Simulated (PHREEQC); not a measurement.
Solution (25 °C): 0.014 mol/kgw H2S and 0.00018 mol/kgw NaOH. Closed to the air; pH follows from the charge balance.

All values are PHREEQC results (ion-association model, phreeqc.dat), not measurements.

```yaml
pH: 5.07
ionic_strength: 0.000189 mol/kgw
total_alkalinity: 0.180 meq/kg
```

| species | molality | activity | log γ |
|---|---|---|---|
| H2S | 0.0138 | 0.0138 | 0.000 |
| HS- | 0.000189 | 0.000186 | -0.007 |
| Na+ | 0.000180 | 0.000177 | -0.007 |
| H+ | 8.64e-6 | 8.51e-6 | -0.007 |
| OH- | 1.21e-9 | 1.19e-9 | -0.007 |

No solid was allowed to form.
